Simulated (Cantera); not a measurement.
# Low-pressure radical oxidation in H2/O2

A perfectly stirred reactor is fed with H2 : O2 = 0.057 : 1 (molar parts), at 14.3 Torr; it is held at 1275 K, and followed from long to short residence time.

Computed with Cantera and the H2/O2 subset of GRI-Mech 3.0, which has no nitrogen chemistry. Radical loss at walls, strong at low pressure, is not modelled. The temperature is held fixed by assumption; the heat of reaction is taken as removed at once.

```csv
τ (s),x H2,x O2,x H,x O,x H2O2
0.41,0.000224,0.939,0.000357,0.00453,8.47e-8
0.18,0.000362,0.936,0.000754,0.00741,9.89e-8
0.080,0.000572,0.931,0.00149,0.0116,1.12e-7
0.035,0.000895,0.925,0.00272,0.0170,1.23e-7
0.015,0.00140,0.918,0.00445,0.0230,1.34e-7
0.0068,0.00218,0.913,0.00619,0.0272,1.49e-7
0.0030,0.00365,0.910,0.00776,0.0289,1.74e-7
0.0013,0.00661,0.911,0.00886,0.0275,2.12e-7
```
x: mole fraction; the columns are a selection and need not sum to one.
